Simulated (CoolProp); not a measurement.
Hydrogen chloride along the isobar 0.602 MPa: Z from the reference equation and from simpler models built on Tc = 324.7 K, pc = 8.314 MPa, ω = 0.130; each cubic takes its own stable root.

Model: reference Helmholtz-energy equation of state, Thol 2018, in CoolProp.

```
T (K)  phase  reference  Pitzer virial  van der Waals  Soave-Redlich-Kwong
-----  -----  ---------  -------------  -------------  -------------------
262.3    gas     0.9439         0.9509         0.9632               0.9517
280.8    gas     0.9557         0.9604         0.9688               0.9607
299.4    gas     0.9643         0.9677         0.9733               0.9677
317.9    gas     0.9706         0.9734         0.9769               0.9732
336.5    gas     0.9755         0.9779         0.9800               0.9777
355.1    gas     0.9793         0.9815         0.9825               0.9813
373.6    gas     0.9823         0.9844         0.9846               0.9842
392.2    gas     0.9848         0.9868         0.9864               0.9867
```
